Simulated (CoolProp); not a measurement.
A single-stage vapour-compression cycle with R143a: evaporating at 200.15 K (dew point), condensing at 243.15 K (bubble point), superheat 5 K, subcooling 8 K, compressor efficiency 0.6, no pressure losses. Each further row changes one setting.

Model: reference Helmholtz-energy equation of state, Lemmon and Jacobsen 2000, in CoolProp.

```tsv
case	cooling COP	pressure ratio	discharge temperature (K)	refrigerating effect (kJ/kg)	volumetric capacity (kJ/m³)
as stated	2.47	8.64	305.1	202	251
evaporating temperature 205.15 K	2.92	6.37	296.5	…	340
condensing temperature 238.15 K	2.85	7.04	295.5	208	260
subcooling 13 K	2.55	8.64	305.1	208	260
superheat 15 K	…	8.64	316.9	209	248
compressor efficiency 0.5	2.06	8.64	…	202	251
```

Complete the blanks.


- evaporating temperature 205.15 K, refrigerating effect (kJ/kg): 205
- superheat 15 K, cooling COP: 2.44
- compressor efficiency 0.5, discharge temperature (K): 321.6
